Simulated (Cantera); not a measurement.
A closed system holds: 1 mol Si(CH₃)₄, 0.049 mol CH₄, 110 mol H₂, at 2700 Pa.

Method: chemical equilibrium by Gibbs-energy minimisation in Cantera with the NASA 1993 tables (ideal gas, pure condensed phases). Candidate condensed phases: C, C₆H₆, C₇H₈, C₈H₁₈, Si, SiC; 87 gas species. Rates play no part.

x: gas mole fraction; n: condensed amount in mol.

```csv
T (°C),x H₂,x H,x CH₄,x C₂H₂ (acetylene),x Si,x SiH,x SiH₂,n C(graphite),n SiC(s)
725,0.997,1.31e-8,0.00262,1.08e-9,<1e-12,<1e-12,<1e-12,2.75,1.00
800,0.999,8.52e-8,0.00124,7.17e-9,<1e-12,<1e-12,<1e-12,2.91,1.00
875,0.999,4.36e-7,0.000642,3.71e-8,<1e-12,<1e-12,4.80e-12,2.97,1.00
950,1.000,?,?,?,<1e-12,<1e-12,?,3.01,1.00
1025,1.000,6.52e-6,0.000215,5.58e-7,4.41e-12,6.08e-12,2.16e-10,3.02,1.00
1100,1.000,2.03e-5,0.000136,1.73e-6,6.09e-11,5.69e-11,1.06e-9,3.03,1.00
1175,1.000,?,?,?,?,?,?,3.04,1.000
1250,1.000,0.000141,6.21e-5,1.18e-5,5.32e-9,2.55e-9,1.60e-8,3.04,1.000
1325,1.000,0.000324,4.44e-5,2.69e-5,3.62e-8,1.30e-8,5.11e-8,3.04,1.000
1400,0.999,0.000693,3.27e-5,5.69e-5,2.07e-7,5.74e-8,1.47e-7,3.03,1.000
1475,0.998,0.00139,2.48e-5,0.000113,1.02e-6,2.22e-7,3.86e-7,3.02,1.000
1550,0.997,0.00263,1.92e-5,0.000211,4.38e-6,7.67e-7,9.36e-7,3.00,0.999
1625,0.995,0.00474,1.51e-5,0.000374,1.68e-5,2.40e-6,2.11e-6,2.96,0.997
```

Some entries are withheld; supply them.


- 1175, x H: 5.61e-5
- 1175, x CH₄: 9.01e-5
- 1175, x C₂H₂ (acetylene): 4.75e-6
- 1175, x Si: 6.39e-10
- 1175, x SiH: 4.21e-10
- 1175, x SiH₂: 4.42e-9
- 950, x H: 1.83e-6
- 950, x CH₄: 0.000359
- 950, x C₂H₂ (acetylene): 1.57e-7
- 950, x SiH₂: 3.62e-11
